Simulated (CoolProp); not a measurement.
o-xylene along the isotherm 346.85 °C: fugacity coefficient from the reference equation and from simpler models built on Tc = 357.1 °C, pc = 37.37 bar, ω = 0.312; each cubic takes its own stable root.

Computed with CoolProp (reference Helmholtz-energy equation of state, Zhou 2012).

```
p (bar)   phase  reference  van der Waals  Redlich-Kwong  Soave-Redlich-Kwong  Peng-Robinson
-------  ------  ---------  -------------  -------------  -------------------  -------------
6.67        gas     0.9305         0.9451         0.9369               0.9364         0.9299
13.3        gas     0.8633         0.8907         0.8754               0.8742         0.8624
20          gas     0.7964         0.8356         0.8139               0.8121         0.7959
26.7        gas     0.7292         0.7793         0.7522               0.7496         0.7300
40       liquid     0.5650         0.6386         0.6005               0.5927         0.5712
46.7     liquid     0.4981         0.5721         0.5335               0.5262         0.5052
53.4     liquid     0.4478         0.5220         0.4829               0.4760         0.4554
60.1     liquid     0.4088         0.4832         0.4435               0.4370         0.4167
66.7     liquid     0.3780         0.4528         0.4124               0.4062         0.3861
73.4     liquid     0.3525         0.4278         0.3867               0.3807         0.3607
80.1     liquid     0.3314         0.4072         0.3653               0.3596         0.3396
86.8     liquid     0.3136         0.3901         0.3473               0.3418         0.3218
93.4     liquid     0.2987         0.3760         0.3322               0.3269         0.3069
```
